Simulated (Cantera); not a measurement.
A perfectly stirred reactor is fed with H2 : O2 : N2 = 0.79 : 1.11 : 4.18 (molar parts), equivalence ratio 0.36, at 1.01 bar; it is adiabatic with a 675 K inlet, and is followed from long to short residence time, starting on the burning branch (τ in s: 0.2, 0.086, 0.037, 0.016, 0.0067, 0.0029, 0.0012, 0.00052, 0.00022, 9.5e-05, 4.1e-05).

Detailed kinetics in Cantera: GRI-Mech 3.0 (53 species, 325 reactions).

One state of this run: T (K) = 1598; x H2 = 0.00184; x O2 = 0.124; x NO2 = 5.94e-9; x H2O = 0.134; x HO2 = 2.48e-5. x: mole fraction; the columns are a selection and need not sum to one.

Task: Which value of τ (s) does it belong to?
A. 0.0029
B. 0.037
C. 0.0067
D. 0.0012

Result: D, 0.0012
